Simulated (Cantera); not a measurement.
# Hydrogen reduction and annealing atmospheres: Fe3O4 + H2 + H2O

Input: 1 mol Fe3O4, a varied amount of H2, 0.093 mol H2O, held at 0.555 Torr.

Cantera equilibrium calculation (NASA polynomials, part measured and part estimated; ideal gas, pure solids and liquids). Candidate condensed phases: Fe, FeO, Fe(OH)2, Fe(OH)3, Fe2O3, Fe3O4, H2O; 12 gas species. Each liquid is taken as pure. Mutual solubility and eutectic melting of coexisting phases are not modelled. The tables' stoichiometric FeO is somewhat more stable than real wüstite, so its field is too wide. FeO: taken at fixed stoichiometry. Kinetics and transport are ignored.

**Question.** Map the stable condensed phases over T = 1250, 1350, 1450, 1550, 1650, 1750, 1850, 1950, 2050, 2150 K and n(H2) in mol = 9.5, 13, 19, 27, 38, 53, 75, 110, 150, 210, 300, 420, 600.

**Answer.** 
```
T in K \ n(H2) in mol
         9.5  13  19  27  38  53  75 110 150 210 300 420 600
   2150    A   A   A   A   A   A   A   A   A   A   A   A   A
   2050    A   A   A   A   A   A   A   A   A   A   A   A   A
   1950    B   A   A   A   A   A   A   A   A   A   A   A   A
   1850    C   C   D   D   A   A   A   A   A   A   A   A   A
   1750    C   D   D   D   D   D   D   D   D   A   A   A   A
   1650    C   D   D   D   D   D   D   D   D   D   D   D   D
   1550    C   C   D   D   D   D   D   D   D   D   D   D   D
   1450    C   C   D   D   D   D   D   D   D   D   D   D   D
   1350    C   C   D   D   D   D   D   D   D   D   D   D   D
   1250    C   C   D   D   D   D   D   D   D   D   D   D   D
```
A: gas only; B: FeO; C: Fe + FeO; D: Fe.
